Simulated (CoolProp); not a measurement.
Properties of chloromethane (R40) at several states (Tc = 418.6 K, pc = 69.29 bar, ω = 0.150).

The numbers come from the reference Helmholtz-energy equation of state, Thol 2014 in CoolProp.

```csv
T (K),p (bar),phase,isothermal compressibility (1/MPa),expansivity (1/kK)
485,1.81,gas,5.558,2.104
432.4,65.1,gas,0.3113,11.98
351.3,0.124,gas,80.74,2.858
301.4,1.61,gas,6.387,3.656
```
